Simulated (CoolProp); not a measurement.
Vapour-liquid equilibrium of R114 (1) + n-pentane (2) at 111.55 °C; x and y are mole fractions of (1).

The numbers come from the multi-fluid Helmholtz-energy mixture model, Platzer 1990 and Thol 2019; pair parameters Bell 2016 in CoolProp. This equation is an older, rougher fit; its heat capacities, sound speeds and derivatives of the liquid may be far off and weren't checked against measurements.

| x | bubble pressure (bar) | y at the bubble point | dew pressure at overall composition x (bar) | liquid density (mol/L) |
|---|---|---|---|---|
| 0.05 | 8.392 | 0.118 | 7.935 | 7.190 |
| 0.125 | 9.472 | 0.256 | 8.443 | 7.129 |
| 0.2 | 10.47 | 0.363 | 9.009 | 7.066 |
| 0.275 | 11.39 | 0.450 | 9.639 | 7.002 |
| 0.35 | 12.25 | 0.523 | 10.34 | 6.937 |
| 0.425 | 13.05 | 0.587 | 11.12 | 6.872 |
| 0.5 | 13.79 | 0.645 | 11.97 | 6.808 |
| 0.575 | 14.49 | 0.699 | 12.89 | 6.744 |
| 0.65 | 15.16 | 0.750 | 13.86 | 6.683 |
| 0.725 | 15.79 | 0.801 | 14.84 | 6.626 |
| 0.8 | 16.38 | 0.852 | 15.78 | 6.574 |
| 0.875 | 16.94 | 0.905 | 16.63 | 6.529 |
| 0.95 | 17.46 | 0.961 | 17.36 | 6.494 |

No azeotrope shows between x = 0.05 and 0.95.

Pair parameters are fitted to limited data, so mixtures are less certain than the pure fluids.
